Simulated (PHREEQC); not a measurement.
Na2SO4 is added in steps, without added water, to 1 kg of water holding 0.16 mol ZnCl2, 0.0047 mol NaCl and 0.00011 mol FeSO4, at 45 °C. The system is closed to oxygen. No CO2 enters from the air. The run lets Halite, Melanterite, Zn(OH)2(e) precipitate or redissolve, and no other solid.

Base run: PHREEQC, ion-association model, phreeqc.dat. Each further column changes one thing. The table gives FeSO4 (mol/kgw).

```tsv
Na2SO4 added (mol)	base	diluted 10-fold with water	ZnCl2 from 0.16 to 0.032 mol/kgw	NaCl from 0.0047 to 0.0235 mol/kgw	no solid may form
0	6.08e-8	3.54e-9	2.08e-7	5.99e-8	6.08e-8
0.01333	6.73e-6	2.88e-6	1.99e-5	6.63e-6	6.73e-6
0.02667	1.22e-5	4.15e-6	3.18e-5	1.21e-5	1.22e-5
0.04667	1.89e-5	5.03e-6	4.21e-5	1.86e-5	1.89e-5
0.06	2.26e-5	5.36e-6	4.64e-5	2.22e-5	2.26e-5
0.07333	2.57e-5	5.59e-6	4.94e-5	2.54e-5	2.57e-5
0.08667	2.85e-5	5.75e-6	5.18e-5	2.81e-5	2.85e-5
0.1	3.09e-5	5.89e-6	5.36e-5	3.05e-5	3.09e-5
0.1133	3.31e-5	5.99e-6	5.51e-5	3.26e-5	3.31e-5
0.1333	3.59e-5	6.11e-6	5.68e-5	3.54e-5	3.59e-5
0.1467	3.75e-5	6.18e-6	5.77e-5	3.70e-5	3.75e-5
0.16	3.89e-5	6.23e-6	5.85e-5	3.85e-5	3.89e-5
```

At this temperature some constants are extrapolated from 25 °C, and those without enthalpy data are left unchanged.
